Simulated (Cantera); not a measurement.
A Cantera script and what it prints.

```python
import numpy as np
import cantera as ct

gas_names = """
    B BCL BCL2 BCL3 BH BH2 BH3 BN B2 CL CL2 H HCL H2 N NH NH2 NH3 N2 N2H2 N2H4
""".split()
cond_names = """
    B(b) B(L) BN(s) NH4CL(a) NH4CL(b)
""".split()


def load(file, names, dense=False):
    # The tables refer to 1 bar. Condensed volumes are neglected.
    table = {s.name: s for s in ct.Species.list_from_file(file)}
    out = []
    for n in names:
        d = dict(table[n].input_data)
        d["thermo"] = dict(d["thermo"], **{"reference-pressure": 1e5})
        if dense:
            d["equation-of-state"] = {"model": "constant-volume", "density": "1e6 g/cm^3"}
        out.append(ct.Species.from_dict(d))
    return out


gas = ct.Solution(thermo="ideal-gas", species=load("nasa_gas.yaml", gas_names))
cond = {s.name: ct.Solution(thermo="fixed-stoichiometry", species=[s], name=s.name)
        for s in load("nasa_condensed.yaml", cond_names, dense=True)}
atoms = {
    'BCl3': {'B': 1, 'CL': 3},
    'NH3': {'N': 1, 'H': 3},
}
top_T = {'BN(s)': 3200}  # K; cautious upper limits of use, not melting points


def equilibrate(T, P, feed):
    n = {}
    for name, mol in feed.items():
        for a, k in atoms[name].items():
            n[a] = n.get(a, 0.0) + k * mol
    gas.TPX = T, P, n
    mass = sum(n.values()) * gas.mean_molecular_weight
    gas.equilibrate("TP")
    valid = [c for c in cond.values() if c.min_temp <= T <= top_T.get(c.name, c.max_temp)]
    mix = ct.Mixture([(gas, mass / gas.mean_molecular_weight)] + [(c, 0.0) for c in valid])
    mix.T, mix.P = T, P
    mix.equilibrate("TP", solver="vcs", rtol=1e-11, max_steps=5000)
    return mix


results = []
feed = {'BCl3': 1, 'NH3': 0.46}  # mol
P = 1000  # Pa
for T in [1198, 1248, 1298, 1348, 1398, 1448, 1498, 1548, 1598, 1648, 1698, 1748]:
    mix = equilibrate(T, P, feed)
    results.append((T, P, feed, dict(zip(mix.species_names, mix.species_moles))))

top = {s: max(r[3][s] / sum(r[3][g] for g in gas_names) for r in results) for s in gas_names}
cols = sorted((s for s in top if top[s] > 0.0001), key=lambda s: -top[s])[:7]
seen = [c for c in cond_names if any(r[3].get(c, 0) > 1e-12 for r in results)]
print("log10 of partial pressures in bar; condensed amounts in mol")
print(f"{'T/K':>10s}" + "".join(f"{s[:9]:>10s}" for s in cols + seen))
for T, P, feed, n in results:
    ng = sum(n[g] for g in gas_names)
    print(f"{T:10.4g}" + "".join(f"{np.log10(max(n[s] / ng * P / 1e5, 1e-99)):10.3f}" for s in cols)
          + "".join(f"{n.get(c, 0):10.4g}" for c in seen))
```

It prints:

```
log10 of partial pressures in bar; condensed amounts in mol
       T/K       HCL      BCL3        H2        N2      BCL2       BCL        CL     BN(s)
      1198    -2.151    -2.545    -4.207    -4.684    -7.275    -9.698    -6.830     0.452
      1248    -2.153    -2.543    -4.096    -4.574    -6.821    -8.967    -6.504    0.4498
      1298    -2.156    -2.541    -3.995    -4.473    -6.401    -8.293    -6.202    0.4471
      1348    -2.159    -2.538    -3.903    -4.380    -6.014    -7.670    -5.922     0.444
      1398    -2.162    -2.536    -3.819    -4.296    -5.654    -7.091    -5.662    0.4406
      1448    -2.166    -2.534    -3.742    -4.217    -5.319    -6.552    -5.420    0.4367
      1498    -2.170    -2.531    -3.671    -4.143    -5.007    -6.051    -5.193    0.4323
      1548    -2.175    -2.529    -3.608    -4.072    -4.716    -5.583    -4.981    0.4274
      1598    -2.181    -2.529    -3.550    -4.002    -4.445    -5.146    -4.781    0.4216
      1648    -2.187    -2.530    -3.500    -3.928    -4.193    -4.740    -4.592    0.4143
      1698    -2.194    -2.536    -3.457    -3.845    -3.962    -4.364    -4.414    0.4045
      1748    -2.202    -2.547    -3.423    -3.748    -3.751    -4.018    -4.245    0.3899
```

Equilibrium computed with Cantera from the NASA thermochemical tables; the gas is ideal and each condensed phase is pure. The tables' values for BCl2, BCl are old estimates; treat these amounts as uncertain. Gases not in the tables: BHCl2.
